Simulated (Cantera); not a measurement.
## Equilibrium for halide evaporation, hydrolysis and transport: MgCl2 + N2

A closed system holds: 1 mol MgCl2, 19 mol N2, at 0.000560 bar.

Cantera equilibrium calculation (NASA polynomials, part measured and part estimated; ideal gas, pure solids and liquids). Candidate condensed phases: Mg, MgCl2; 9 gas species. Rates play no part.

```
T (K)   x N2  x MgCl2      x Cl      x Mg    x MgCl     x Cl2
-----  -----  -------  --------  --------  --------  --------
1198   0.950   0.0500   1.30e-6   4.22e-7   4.51e-7  4.39e-11
1248   0.950   0.0500   3.62e-6   1.28e-6   1.06e-6  1.25e-10
1298   0.950   0.0500   9.39e-6   3.53e-6   2.34e-6  3.33e-10
1348   0.950   0.0500   2.28e-5   8.97e-6   4.83e-6  8.25e-10
1398   0.950   0.0500   5.19e-5   2.12e-5   9.44e-6   1.93e-9
1448   0.950   0.0499  0.000112   4.72e-5   1.76e-5   4.25e-9
1498   0.950   0.0499  0.000230   9.93e-5   3.13e-5   8.91e-9
1548   0.950   0.0497  0.000451  0.000199   5.37e-5   1.78e-8
1598   0.949   0.0495  0.000847  0.000379   8.87e-5   3.41e-8
1648   0.949   0.0491   0.00153  0.000695  0.000142   6.26e-8
1698   0.947   0.0484   0.00267   0.00123  0.000219   1.11e-7
1748   0.946   0.0474   0.00450   0.00208  0.000328   1.88e-7
```
x: gas mole fraction; nothing condenses.

From 1198 K to 1748 K nothing is condensed. The main Mg-bearing gas is MgCl2 throughout.
